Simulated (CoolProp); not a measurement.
A single-stage vapour-compression cycle with R152A: evaporating at 277.15 K (dew point), condensing at 306.15 K (bubble point), superheat 5 K, subcooling 5 K, compressor efficiency 0.9, no pressure losses. Each further row changes one setting.

Computed with CoolProp (reference Helmholtz-energy equation of state, Outcalt 1996). It is a modified Benedict-Webb-Rubin equation, recast in Helmholtz form.

```csv
case,cooling COP,pressure ratio,discharge temperature (K),refrigerating effect (kJ/kg),volumetric capacity (kJ/m³)
as stated,7.83,2.47,323.0,266,2490
evaporating temperature 282.15 K,9.80,2.08,320.6,270,2970
condensing temperature 301.15 K,9.67,2.14,[?],275,2570
subcooling 10 K,8.10,2.47,323.0,275,2570
superheat 15 K,7.79,2.47,333.0,[?],2470
compressor efficiency 0.8,[?],2.47,[?],266,2490
```

Q: Some entries are withheld; supply them.

A: 
- condensing temperature 301.15 K, discharge temperature (K): 316.3
- superheat 15 K, refrigerating effect (kJ/kg): 277
- compressor efficiency 0.8, cooling COP: 6.96
- compressor efficiency 0.8, discharge temperature (K): 326.3
